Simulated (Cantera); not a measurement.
A counterflow diffusion flame at 0.987 atm, nozzles 20 mm apart: fuel side 87.0 % CH4, 13.0 % H2 at 473 K, oxidiser side 24.0 % O2, 76.0 % N2 at 675 K, fuel mass flux 0.75 times the oxidiser's; mixture-averaged transport, no radiation.

Detailed kinetics in Cantera: GRI-Mech 3.0 (53 species, 325 reactions). GRI-Mech 3.0 has no aromatics or soot, which form on the fuel side of real flames. The maximum strain rate includes the flame's own expansion and is several times the mean.

x: mole fraction; the columns are a selection and need not sum to one.

```csv
oxidiser flux (kg/m²/s),max strain (1/s),mean strain (1/s),T max (K),peak x OH,peak x H,peak x NO,peak x CO,peak x C2H2
0.6,…,120,2285,0.0141,0.00784,0.000394,0.0723,0.0174
0.95,…,191,2262,0.0139,0.00830,0.000339,0.0702,0.0165
1.5,…,301,2244,0.0137,0.00880,0.000287,0.0688,0.0156
2.4,…,481,2218,0.0133,0.00918,0.000228,0.0675,0.0144
3.8,…,762,2185,0.0125,0.00936,0.000168,0.0666,0.0128
6,…,1200,2144,0.0115,0.00925,0.000111,0.0662,0.0107
9.6,…,1930,2082,0.00981,0.00851,5.74e-5,0.0661,0.00775
```

Problem. Some entries are withheld; supply them.

Solution. 
- 0.6, max strain (1/s): 504
- 0.95, max strain (1/s): 765
- 1.5, max strain (1/s): 1170
- 2.4, max strain (1/s): 1810
- 3.8, max strain (1/s): 2780
- 6, max strain (1/s): 4270
- 9.6, max strain (1/s): 6640
